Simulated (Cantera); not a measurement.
Input (Python, Cantera) and output of one run.

```python
import numpy as np
import cantera as ct

gas_names = [...]  # 148 gases of nasa_gas.yaml made of Al, C, H, N, O
cond_names = """
    AL(cr) AL(L) ALN(s) AL2O3(a) AL2O3(L) C(gr) C6H6(L) C7H8(L) C8H18(L),n-octa H2O(s) H2O(L)
""".split()


# ... load() reads the species with a 1 bar reference pressure and builds the phases ...
atoms = {
    'Al(CH3)3': {'AL': 1, 'C': 3, 'H': 9},
    'N2O': {'N': 2, 'O': 1},
    'H2': {'H': 2},
}
top_T = {'ALN(s)': 2750, 'C(gr)': 4500}  # K; cautious upper limits of use, not melting points


# ... equilibrate(T, P, feed) seeds the gas with the atoms and calls Mixture.equilibrate('TP', solver="vcs", rtol=1e-11, max_steps=5000) ...
results = []
feed = {'Al(CH3)3': 1, 'N2O': 0.87, 'H2': 320}  # mol
P = 10000  # Pa
for T in [625, 775, 925, 1075, 1225, 1375, 1525]:
    mix = equilibrate(T, P, feed)
    results.append((T, P, feed, dict(zip(mix.species_names, mix.species_moles))))

top = {s: max(r[3][s] / sum(r[3][g] for g in gas_names) for r in results) for s in gas_names}
cols = sorted((s for s in top if top[s] > 1e-05), key=lambda s: -top[s])[:5]
seen = [c for c in cond_names if any(r[3].get(c, 0) > 1e-12 for r in results)]
print("log10 of partial pressures in bar; condensed amounts in mol")
print(f"{'T/K':>10s}" + "".join(f"{s[:9]:>10s}" for s in cols + seen))
for T, P, feed, n in results:
    ng = sum(n[g] for g in gas_names)
    print(f"{T:10.4g}" + "".join(f"{np.log10(max(n[s] / ng * P / 1e5, 1e-99)):10.3f}" for s in cols)
          + "".join(f"{n.get(c, 0):10.4g}" for c in seen))
```

Output:

```
log10 of partial pressures in bar; condensed amounts in mol
       T/K        H2       CH4        CO        N2       NH3    ALN(s)  AL2O3(a)     C(gr)
       625    -1.005    -3.031   -17.155    -3.701    -4.919      0.42      0.29         0
       775    -1.005    -3.031   -11.973    -3.690    -5.764      0.42      0.29         0
       925    -1.005    -3.031    -8.459    -3.689    -6.354      0.42      0.29         0
      1075    -1.003    -3.352    -6.247    -3.691    -6.786    0.4212    0.2894     1.557
      1225    -1.001    -3.885    -4.873    -3.702    -7.122    0.4491    0.2755     2.531
      1375    -1.002    -4.306    -3.839    -3.813    -7.439    0.7342    0.1329     2.362
      1525    -1.002    -4.645    -3.573    -3.953    -7.719    0.9999         0     2.034
```

These are equilibrium values from Cantera (NASA tables, ideal gas, pure condensed phases), not measurements of a reactor. The feed counts by its element totals alone. Mutual solubility and eutectic melting of coexisting phases are not modelled.
